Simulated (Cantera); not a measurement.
Input (Python, Cantera):

```python
import numpy as np
import cantera as ct

gas = ct.Solution("h2o2.yaml")
gas.TPX = 675, 1000000, {'H2': 1, 'O2': 0.208, 'N2': 1}
flame = ct.FreeFlame(gas, width=0.008)
flame.set_refine_criteria(ratio=3, slope=0.08, curve=0.16)
flame.transport_model = "mixture-averaged"
flame.solve(loglevel=0, auto=True)
z, T = flame.grid, flame.T
thick = (T[-1] - T[0]) / np.gradient(T, z).max()
show = ['H2', 'O2', 'H2O', 'H', 'HO2', 'H2O2']
print(f"laminar burning velocity  {flame.velocity[0] * 100:.3f} cm/s")
print(f"burnt temperature         {T[-1]:.1f} K")
print(f"thermal thickness         {thick * 1e3:.4f} mm")
print(f"grid points               {len(z)}")
z0 = z[flame.heat_release_rate.argmax()]
print(f"{'z/mm':>9s}{'T/K':>9s}{'u/(m/s)':>9s}" + "".join(f"{s:>11s}" for s in show))
rows = []
for k in (-3, -2, -1.5, -1, -0.5, -0.25, 0, 0.25, 0.5, 1, 2, 4, 8):
    zz = z0 + k * thick
    rows.append([k * thick, np.interp(zz, z, T), np.interp(zz, z, flame.velocity),
                 *(np.interp(zz, z, flame.X[gas.species_index(s)]) for s in show)])
    print(f"{rows[-1][0] * 1e3:9.3f}{rows[-1][1]:9.1f}{rows[-1][2]:9.3f}" + "".join(f"{x:11.3e}" for x in rows[-1][3:]))
```

Result:

```
laminar burning velocity  769.255 cm/s
burnt temperature         2100.1 K
thermal thickness         0.0279 mm
grid points               115
     z/mm      T/K  u/(m/s)         H2         O2        H2O          H        HO2       H2O2
   -0.084    675.0    7.693  4.529e-01  9.420e-02  3.498e-09  3.216e-15  3.410e-10  6.714e-12
   -0.056    675.1    7.692  4.528e-01  9.421e-02  2.318e-07  3.714e-12  3.508e-08  7.002e-10
   -0.042    675.3    7.693  4.527e-01  9.425e-02  2.082e-06  1.377e-10  3.844e-07  7.743e-09
   -0.028    678.4    7.712  4.514e-01  9.447e-02  4.354e-05  5.897e-08  1.138e-05  2.380e-07
   -0.014    767.0    8.539  4.359e-01  9.435e-02  4.757e-03  1.967e-04  7.900e-04  3.040e-05
   -0.007   1033.4   11.198  4.024e-01  8.462e-02  3.238e-02  3.255e-03  7.750e-04  6.682e-05
    0.000   1378.2   14.642  3.521e-01  5.905e-02  8.840e-02  1.364e-02  4.002e-04  2.437e-05
    0.007   1626.9   17.156  3.078e-01  2.954e-02  1.459e-01  2.540e-02  1.840e-04  4.313e-06
    0.014   1761.0   18.513  2.845e-01  1.201e-02  1.796e-01  3.081e-02  7.251e-05  1.988e-06
    0.028   1872.0   19.600  2.741e-01  1.962e-03  1.997e-01  2.933e-02  1.126e-05  6.885e-07
    0.056   1952.0   20.339  2.769e-01  1.338e-04  2.046e-01  2.150e-02  8.011e-07  2.264e-07
    0.112   2012.0   20.876  2.817e-01  1.497e-05  2.061e-01  1.360e-02  1.329e-07  9.533e-08
    0.223   2053.1   21.236  2.853e-01  4.520e-06  2.072e-01  7.828e-03  4.424e-08  3.777e-08
```

Model: the H2/O2 subset of GRI-Mech 3.0, which has no nitrogen chemistry, integrated in Cantera. The hydrogen kinetics of GRI-Mech 3.0 are dated; newer H2 mechanisms differ, most at raised pressure. Burning velocities carry a grid error of a few per cent, more on coarse grids.
